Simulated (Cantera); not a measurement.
# Si + HCl + H2 + F2 (silicon etching in halogen gases)

Charge: 1 mol Si, 2.6 mol HCl, 9.9 mol H2, a varied amount of F2, held at 400 °C and 0.133 bar.

These are equilibrium values from Cantera (NASA tables, ideal gas, pure condensed phases), not measurements of a reactor. Candidate condensed phases: Si; 37 gas species. The numbers say what is thermodynamically allowed, not how fast it happens.

From 0.89 mol F2 to 4.5 mol F2 nothing is condensed. The main Si-bearing gas is SiCl4 at 0.89 mol F2 and SiF4 at 4.5 mol F2.

| n(F2) (mol) | x H2 | x HF | x HCl | x SiF4 | x SiCl4 | x SiHCl3 | x SiHF3 | x H2F2 |
|---|---|---|---|---|---|---|---|---|
| 0.89 | 0.888 | 9.30e-7 | 0.0309 | 0.0359 | 0.0446 | 0.000163 | 2.43e-5 | <1e-12 |
| 1.2 | 0.842 | 2.78e-6 | 0.0788 | 0.0472 | 0.0315 | 4.26e-5 | 1.02e-5 | <1e-12 |
| 1.5 | 0.800 | 5.16e-6 | 0.123 | 0.0577 | 0.0192 | 1.58e-5 | 6.35e-6 | <1e-12 |
| 2 | 0.733 | 5.31e-5 | 0.193 | 0.0741 | 1.31e-5 | 6.32e-9 | 7.25e-7 | <1e-12 |
| 2.6 | 0.660 | 0.0851 | 0.184 | 0.0709 | <1e-12 | <1e-12 | 3.90e-10 | 2.14e-7 |
| 3.4 | 0.570 | 0.188 | 0.174 | 0.0671 | <1e-12 | <1e-12 | 1.45e-10 | 1.04e-6 |
| 4.5 | 0.463 | 0.312 | 0.163 | 0.0625 | <1e-12 | <1e-12 | 6.56e-11 | 2.88e-6 |
x: gas mole fraction; nothing condenses.
